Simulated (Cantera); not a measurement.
Charge: 1 mol TEOS, 0.25 mol NO, 77 mol N2, equilibrated at 1973 K and 5.10 Pa.

Equilibrium computed with Cantera from the NASA thermochemical tables; the gas is ideal and each condensed phase is pure. Candidate condensed phases: C, C6H6, C7H8, C8H18, H2O, Si, SiC, SiO2, Si2N2O, Si3N4; 151 gas species. The feed counts by its element totals alone. The tables' values for SiN are old estimates; treat these amounts as uncertain. The numbers say what is thermodynamically allowed, not how fast it happens.

Question: What is the equilibrium state?

Answer: 
| Item | Result |
|---|---|
| x(N2) | 0.811 |
| x(H2) | 0.0774 |
| x(H) | 0.0525 |
| x(CO) | 0.0447 |
| x(Si) | 0.00987 |
| x(HCN) | 0.00332 |
| x(SiC2) | 0.000359 |
| x(HNC) | 0.000179 |
| x(SiO) | 0.000126 |
| n(C(graphite)) | 3.34 mol |
| gas amount | 94.85 mol |
| log10 activity of Si(l) (absent) | -1.80 |
